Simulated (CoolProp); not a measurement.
Vapour-liquid equilibrium of benzene (1) + ethylbenzene (2) at 0.377 MPa; x and y are mole fractions of (1).

The numbers come from the multi-fluid Helmholtz-energy mixture model, Thol 2012 and Zhou 2012; pair parameters Bell 2016 in CoolProp.

| x | bubble temperature (K) | y at the bubble point | dew temperature at overall composition x (K) | liquid density (mol/L) |
|---|---|---|---|---|
| 0.05 | 461.7 | 0.122 | 464.4 | 6.728 |
| 0.125 | 455.3 | 0.282 | 461.6 | 6.933 |
| 0.2 | 449.3 | 0.417 | 458.7 | 7.141 |
| 0.275 | 443.5 | 0.531 | 455.6 | 7.353 |
| 0.35 | 438.0 | 0.626 | 452.4 | 7.570 |
| 0.425 | 432.9 | 0.706 | 448.9 | 7.792 |
| 0.5 | 428.0 | 0.773 | 445.1 | 8.018 |
| 0.575 | 423.5 | 0.828 | 441.1 | 8.250 |
| 0.65 | 419.2 | 0.874 | 436.6 | 8.487 |
| 0.725 | 415.2 | 0.911 | 431.6 | 8.729 |
| 0.8 | 411.5 | 0.942 | 425.9 | 8.977 |
| 0.875 | 408.1 | 0.968 | 419.1 | 9.231 |
| 0.95 | 404.9 | 0.988 | 410.5 | 9.490 |

No azeotrope shows between x = 0.05 and 0.95.

The pair parameters rest on a limited set of measurements; away from them the model extrapolates.
